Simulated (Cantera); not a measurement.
A perfectly stirred reactor is fed with 3.71 % CH₄, 0.289 % C₂H₆, 1.30 % C₃H₈, 19.1 % O₂, 71.9 % N₂, 3.71 % CO₂, at 5.00 bar; it is adiabatic with a 550 K inlet, and is followed from long to short residence time, starting on the burning branch (τ in s: 0.076, 0.036, 0.017, 0.0081, 0.0038, 0.0018, 0.00086, 0.00041, 0.00019, 9.1e-05).

Computed with Cantera and GRI-Mech 3.0 (53 species, 325 reactions). GRI-Mech 3.0 was tuned for natural gas; its chemistry of propane as a main component is partial and can be far from experiment.

x: mole fraction; the columns are a selection and need not sum to one.

```
τ (s)    T (K)     x CH₄   x C₂H₆   x C₃H₈      x NO      x H₂    x HCO
-------  -----  --------  -------  -------  --------  --------  -------
0.076     2098   1.13e-6  1.22e-8  5.52e-8  0.000620  0.000196  4.63e-9
0.036     2097   2.23e-6  2.50e-8  1.14e-7  0.000366  0.000220  9.81e-9
0.017     2094   4.24e-6  5.05e-8  2.30e-7  0.000224  0.000268  2.09e-8
0.0081    2089   7.61e-6  9.86e-8  4.49e-7  0.000149  0.000353  4.44e-8
0.0038    2080       ___      ___      ___       ___       ___      ___
0.0018    2066   2.23e-5  3.52e-7  1.59e-6   8.09e-5  0.000731  2.09e-7
0.00086   2046   3.74e-5  6.40e-7  2.85e-6   6.30e-5   0.00107  4.52e-7
0.00041   2017   6.39e-5  1.17e-6  5.06e-6   4.88e-5   0.00155  9.81e-7
0.00019   1975       ___      ___      ___       ___       ___      ___
9.1e-5    1921  0.000226  4.39e-6  1.77e-5   2.63e-5   0.00302  4.73e-6
```

### Question
What belongs in the gaps?

### Answer

- 0.0038, x CH₄: 1.32e-5
- 0.0038, x C₂H₆: 1.89e-7
- 0.0038, x C₃H₈: 8.61e-7
- 0.0038, x NO: 0.000106
- 0.0038, x H₂: 0.000500
- 0.0038, x HCO: 9.64e-8
- 0.00019, x CH₄: 0.000117
- 0.00019, x C₂H₆: 2.22e-6
- 0.00019, x C₃H₈: 9.32e-6
- 0.00019, x NO: 3.67e-5
- 0.00019, x H₂: 0.00222
- 0.00019, x HCO: 2.19e-6
